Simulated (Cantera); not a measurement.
## Thermodynamics of tantalum, niobium, vanadium and zirconium in process gases, feed Ta + CO₂ + H₂

A closed system holds: 1 mol Ta, 3.1 mol CO₂, 18 mol H₂, at 1275 K and 0.00133 bar.

These are equilibrium values from Cantera (NASA tables, ideal gas, pure condensed phases), not measurements of a reactor. Candidate condensed phases: C, C₆H₆, C₇H₈, C₈H₁₈, H₂O, Ta, TaC, Ta₂O₅; 113 gas species. Equilibrium is a limit: real reactors are often held back by kinetics, nucleation or transport.

- x(H₂): 0.827
- x(CO): 0.144
- x(H₂O): 0.0257
- x(CO₂): 0.00270
- x(H): 1.84e-5
- n(Ta₂O₅(s)): 0.500 mol
- gas amount: 21.10 mol
- log10 activity of C(graphite) (absent): -4.14
- log10 activity of TaC(s) (absent): -7.02
- log10 activity of Ta(s) (absent): -8.64
